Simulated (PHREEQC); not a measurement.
A column of 0.2 m (40 cells, dispersivity 0.016 m, 300 s a shift, diffusion coefficient 3e-10 m²/s) holds 0.045 eq of the database's cation exchanger X per kg of pore water, first in equilibrium with 75 mmol/kgw MgCl2 and 0.01 mmol/kgw HCl. It is flushed with 16 mmol/kgw MnCl2 and 0.01 mmol/kgw HCl, at 25 °C. Values are for the last cell. No CO2 enters from the air. Precipitation was switched off in this run.

The series has 34 steps of pore volumes, from 0 to 4.963.

Computed with PHREEQC (ion-association model, phreeqc.dat).

After how many pore volumes does Mn at the outlet first reach half of its feed value?

By 2.4 pore volumes.

Complexes and solids missing from the database can't appear.
